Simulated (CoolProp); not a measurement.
Values from CoolProp's reference Helmholtz-energy equation of state, Marx 1992.

Problem. For R113, give the phase and the Z, cv (kJ/(kg K)), fugacity coefficient at 269.8 K and 79.9 bar; 487.3 K and 15.7 bar; 372.3 K and 144 bar.

Solution. 
- 269.8 K and 79.9 bar: liquid; Z 0.405, cv 0.648, fugacity coefficient 0.00238
- 487.3 K and 15.7 bar: gas; Z 0.822, cv 0.775, fugacity coefficient 0.847
- 372.3 K and 144 bar: liquid; Z 0.606, cv 0.732, fugacity coefficient 0.0487
